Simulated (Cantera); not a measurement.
Feed: 1 mol CuO, 2.2 mol CO, 2.8 mol H2, 5.6 mol CH4, equilibrated at 2275 K and 0.0100 bar.

These are equilibrium values from Cantera (NASA tables, ideal gas, pure condensed phases), not measurements of a reactor. Candidate condensed phases: C, C6H6, C7H8, C8H18, Cu, CuO, Cu(OH)2, Cu2O, H2O; 113 gas species. The numbers say what is thermodynamically allowed, not how fast it happens.

Base state: H2 0.704, CO 0.170, H 0.0712, Cu 0.0530, C2H2 (acetylene) 0.00268, C2H 1.15e-5 (mole fractions); condensed: C(graphite).

Question: What changes in the equilibrium state with this change: temperature from 2275 K to 1500 K?

Answer: 
| species | before | after |
|---|---|---|
| H2 | 0.704 | 0.813 |
| CO | 0.170 | 0.186 |
| Cu | 0.0530 | 0.000822 |
| H | 0.0712 | 0.000159 |
| C2H | 1.15e-5 | <1e-9 |
| C2H2 (acetylene) | 0.00268 | 7.34e-6 |
| CH4 | 1.11e-6 | 1.70e-5 |
| C(graphite), mol | 4.50 | 4.60 |
| Cu(l), mol | 0 | 0.986 |
